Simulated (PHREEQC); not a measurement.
A PHREEQC input (ion-association model, phreeqc.dat):

```
SOLUTION 1
  temp 25
  units mg/L
  pH 5.69
  pe 10.9
  Na 2.6
  K 1.83
  Ca 1.58
  Mg 0.217
  Cl 3.44
  S(6) 3.51 as SO4
  Alkalinity 4.68 as HCO3
  Zn 0.0184
END
USE solution 1
EQUILIBRIUM_PHASES 1
  CO22(g) -2 10
END
```

It stops with these messages:

```
ERROR: Phase not found in database, CO22(g).
ERROR: Calculations terminating due to input errors.
```

The fault: the phase CO2(g) misspelt. The line should read `CO2(g)` where the input has `CO22(g)`. With the mend the run ends at pH 5.71 and ionic strength 0.000338 mol/kgw.
